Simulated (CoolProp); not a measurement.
Values from CoolProp's reference Helmholtz-energy equation of state, McLinden 2015.

Problem. For the fluoroketone C6F12O (FK-5-1-12), give the phase and the cp (kJ/(kg K)), cv (kJ/(kg K)), expansivity (1/kK), fugacity coefficient at 402 K and 35.3 bar; 460.8 K and 35.3 bar.

Solution. 
- 402 K and 35.3 bar: liquid; cp 1.22, cv 0.976, expansivity 3.42, fugacity coefficient 0.232
- 460.8 K and 35.3 bar: supercritical; cp 1.49, cv 1.05, expansivity 11.0, fugacity coefficient 0.490
